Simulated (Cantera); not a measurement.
A Cantera script and what it prints.

```python
import numpy as np
import cantera as ct

gas_names = """
    H HNO HNO2 HNO3 HO2 H2 H2O H2O2 N NH NH2 NH3 NH2OH NO NO2 NO3 N2 N2H2 N2H4 N2O O OH O2 O3 Si SiH
    SiH2 SiH3 SiH4 SiN SiO SiO2 Si2 Si2N Si3
""".split()
cond_names = """
    H2O(s) H2O(L) Si(cr) Si(L) SiO2(Lqz) SiO2(hqz) SiO2(L) Si2N2O(s) Si3N4(a)
""".split()


# ... load() reads the species with a 1 bar reference pressure and builds the phases ...
atoms = {
    'Si': {'Si': 1},
    'N2O': {'N': 2, 'O': 1},
    'H2': {'H': 2},
}
top_T = {'Si2N2O(s)': 2100, 'Si3N4(a)': 2400}  # K; cautious upper limits of use, not melting points


# ... equilibrate(T, P, feed) seeds the gas with the atoms and calls Mixture.equilibrate('TP', solver="vcs", rtol=1e-11, max_steps=5000) ...
results = []
feed = {'Si': 1, 'N2O': 0.017, 'H2': 890}  # mol
T = 1250  # K
P = 3.6  # Pa
mix = equilibrate(T, P, feed)
results.append((T, P, feed, dict(zip(mix.species_names, mix.species_moles))))
x = sorted(zip(gas.X, gas.species_names), reverse=True)
print(f"T = {T:g} K  P = {P:g} Pa  gas = {mix.phase_moles(0):.4g} mol")
print("   x: " + "  ".join(f"{s} {v:.3e}" for v, s in x if v > 1e-05))
print("   condensed (mol): " + ("  ".join(f"{mix.phase(i).name} {mix.phase_moles(i):.4g}"
      for i in range(1, mix.n_phases) if mix.phase_moles(i) > 1e-12) or "none"))
```

It prints:

```
T = 1250 K  P = 3.6 Pa  gas = 890.1 mol
   x: H2 9.999e-01  H 8.056e-05  N2 1.910e-05  SiO 1.910e-05
   condensed (mol): Si(cr) 0.9828
```

These are equilibrium values from Cantera (NASA tables, ideal gas, pure condensed phases), not measurements of a reactor.
